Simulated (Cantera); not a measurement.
Charge: 1 mol Si2H6, 3.6 mol N2, 0.63 mol Cl2, held at 1525 K and 1.60 bar.

Equilibrium computed with Cantera from the NASA thermochemical tables; the gas is ideal and each condensed phase is pure. Candidate condensed phases: NH4Cl, Si, Si3N4; 28 gas species. The feed counts by its element totals alone. The tables' values for SiCl3 are old estimates; treat these amounts as uncertain. Equilibrium is a limit: real reactors are often held back by kinetics, nucleation or transport.

Base state: H2 0.408, N2 0.387, HCl 0.202, SiCl4 0.00175, SiCl2 0.000814, SiCl3 0.000692, SiHCl3 0.000399, NH3 1.49e-5 (mole fractions); condensed: Si3N4(s).

Problem. What changes in the equilibrium state with this change: N2 from 3.6 to 51 mol?

Solution. 
| species | before | after |
|---|---|---|
| N2 | 0.387 | 0.932 |
| H2 | 0.408 | 0.0446 |
| HCl | 0.202 | 0.0234 |
| SiCl2 | 0.000814 | 5.57e-5 |
| SiH2Cl2 | 1.47e-5 | 1.10e-7 |
| SiHCl3 | 0.000399 | 3.17e-6 |
| SiCl4 | 0.00175 | 1.47e-5 |
| SiCl3 | 0.000692 | 1.66e-5 |
| NH3 | 1.49e-5 | 8.36e-7 |
| Si3N4(s), mol | 0.659 | 0.665 |
